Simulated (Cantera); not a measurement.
A Cantera script and what it prints.

```python
import numpy as np
import cantera as ct

gas_names = """
    AL ALCL ALCL2 ALCL3 AL2 AL2CL6 CL CL2
""".split()
cond_names = """
    AL(cr) AL(L) ALCL3(s) ALCL3(L)
""".split()


# ... load() reads the species with a 1 bar reference pressure and builds the phases ...
atoms = {
    'Al': {'AL': 1},
    'Cl2': {'CL': 2},
}
top_T = {}  # K; cautious upper limits of use, not melting points


# ... equilibrate(T, P, feed) seeds the gas with the atoms and calls Mixture.equilibrate('TP', solver="vcs", rtol=1e-11, max_steps=5000) ...
results = []
feed = {'Al': 1, 'Cl2': 1.5}  # mol
P = 133.322  # Pa
for T in [850, 900, 950, 1000, 1050, 1100, 1150, 1200, 1250, 1300, 1350, 1400]:
    mix = equilibrate(T, P, feed)
    results.append((T, P, feed, dict(zip(mix.species_names, mix.species_moles))))

top = {s: max(r[3][s] / sum(r[3][g] for g in gas_names) for r in results) for s in gas_names}
cols = sorted((s for s in top if top[s] > 1e-06), key=lambda s: -top[s])[:5]
seen = [c for c in cond_names if any(r[3].get(c, 0) > 1e-12 for r in results)]
print("log10 of partial pressures in bar; condensed amounts in mol")
print(f"{'T/K':>10s}" + "".join(f"{s[:9]:>10s}" for s in cols + seen))
for T, P, feed, n in results:
    ng = sum(n[g] for g in gas_names)
    print(f"{T:10.4g}" + "".join(f"{np.log10(max(n[s] / ng * P / 1e5, 1e-99)):10.3f}" for s in cols)
          + "".join(f"{n.get(c, 0):10.4g}" for c in seen))
```

Output:

```
log10 of partial pressures in bar; condensed amounts in mol
       T/K     ALCL3    AL2CL6        CL     ALCL2      ALCL
       850    -2.876    -5.681   -10.858   -10.843   -16.002
       900    -2.875    -6.080   -10.130   -10.119   -14.803
       950    -2.875    -6.435    -9.480    -9.471   -13.729
      1000    -2.875    -6.753    -8.894    -8.887   -12.762
      1050    -2.875    -7.038    -8.365    -8.359   -11.887
      1100    -2.875    -7.295    -7.884    -7.880   -11.091
      1150    -2.875    -7.528    -7.445    -7.442   -10.364
      1200    -2.875    -7.741    -7.042    -7.041    -9.697
      1250    -2.875    -7.935    -6.672    -6.672    -9.085
      1300    -2.875    -8.113    -6.329    -6.332    -8.520
      1350    -2.876    -8.277    -6.012    -6.019    -7.998
      1400    -2.876    -8.428    -5.717    -5.729    -7.515
```

Equilibrium computed with Cantera from the NASA thermochemical tables; the gas is ideal and each condensed phase is pure. The tables' values for AlCl2 are old estimates; treat these amounts as uncertain.
